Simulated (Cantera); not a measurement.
Mixture: H2 : O2 : N2 = 1 : 0.312 : 1.17 (molar parts), equivalence ratio 1.6, at 0.500 bar, adiabatic and at constant pressure. Ignition delay is the time to a rise of 400 K.

Model: GRI-Mech 3.0 (53 species, 325 reactions), integrated in Cantera. Below about 950 K walls govern HO2 and H2O2 in real vessels. Where the delays flatten at high temperature, the 400 K rule measures the pace of heat release, not the induction time.

Task: Predict: delay at 925 K; delay at 1075 K; delay at 1225 K; delay at 1375 K; delay at 1525 K.

Result: 
| Property | Result |
|---|---|
| delay at 925 K | 1.67 ms |
| delay at 1075 K | 0.209 ms |
| delay at 1225 K | 90.2 µs |
| delay at 1375 K | 56.5 µs |
| delay at 1525 K | 46.5 µs |
